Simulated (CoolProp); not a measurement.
Saturated liquid density (kg/m³) of carbonyl sulfide: the reference equation beside estimates from Tc = 378.8 K, pc = 63.69 bar, ω = 0.098.

Values from CoolProp's reference Helmholtz-energy equation of state, Lemmon 2006. It is a short technical equation, of lower accuracy than the large ones.

```json
[
 {"T (K)": "250.7", "reference": "1113", "van der Waals": "715.7", "Peng-Robinson": "1190"},
 {"T (K)": "254.2", "reference": "1104", "van der Waals": "710.4", "Peng-Robinson": "1180"},
 {"T (K)": "257.7", "reference": "1096", "van der Waals": "…", "Peng-Robinson": "1170"},
 {"T (K)": "261.2", "reference": "1088", "van der Waals": "…", "Peng-Robinson": "1160"},
 {"T (K)": "264.6", "reference": "1080", "van der Waals": "694.3", "Peng-Robinson": "1150"},
 {"T (K)": "268.1", "reference": "1071", "van der Waals": "688.7", "Peng-Robinson": "1140"},
 {"T (K)": "271.6", "reference": "1062", "van der Waals": "…", "Peng-Robinson": "1129"},
 {"T (K)": "275.1", "reference": "…", "van der Waals": "677.1", "Peng-Robinson": "1118"},
 {"T (K)": "278.5", "reference": "1044", "van der Waals": "671.4", "Peng-Robinson": "1107"},
 {"T (K)": "282", "reference": "1035", "van der Waals": "665.3", "Peng-Robinson": "1095"},
 {"T (K)": "285.5", "reference": "1026", "van der Waals": "659.1", "Peng-Robinson": "1083"}
]
```

Task: Some entries are withheld; supply them.

Result: 
- 257.7, van der Waals: 705.1
- 261.2, van der Waals: 699.7
- 271.6, van der Waals: 683.0
- 275.1, reference: 1053

Absolute difference from the reference over all 11 rows, mean and median: van der Waals 35.7 and 35.7 %, Peng-Robinson 6.4 and 6.4 %.
